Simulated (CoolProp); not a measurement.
The fluid at 298.15 K and 1.84 MPa flows at 2.3 m/s in a round tube of 4.6 mm bore and 15 µm roughness, fully developed (64/Re and Nu = 3.66 if laminar; Colebrook and Gnielinski if turbulent). The same conditions are run with several fluids, on thermodynamics alone (safety and materials aside).

Values from CoolProp's reference Helmholtz-energy equation of state of each fluid (benzene: Thol 2012; c-C4F8 (RC318): Platzer 1990; ammonia: Gao 2020; propane: Lemmon 2009; n-pentane: Thol 2019). The equations of Platzer and Polt are older, rougher fits.

**Question.** Rank benzene, c-C4F8 (RC318), ammonia, propane, n-pentane by Reynolds number, highest first.

**Answer.** propane (52900), ammonia (48200), c-C4F8 (RC318) (42300), n-pentane (35800), benzene (15100)

| fluid | Darcy friction factor | pressure drop (Pa/m) | heat-transfer coefficient (W/(m² K)) | mass flow (kg/h) |
|---|---|---|---|---|
| benzene | 0.0331 | 16700 | 4080 | 120 |
| c-C4F8 (RC318) | 0.0295 | 25600 | 4830 | 208 |
| ammonia | 0.0292 | 10100 | 20700 | 83.1 |
| propane | 0.0290 | 8260 | 6210 | 68.1 |
| n-pentane | 0.0299 | 10700 | 5720 | 85.8 |

Transport values come from each fluid's own correlations; those of c-C4F8 (RC318), n-pentane are estimates that may be off by 10 % or more.
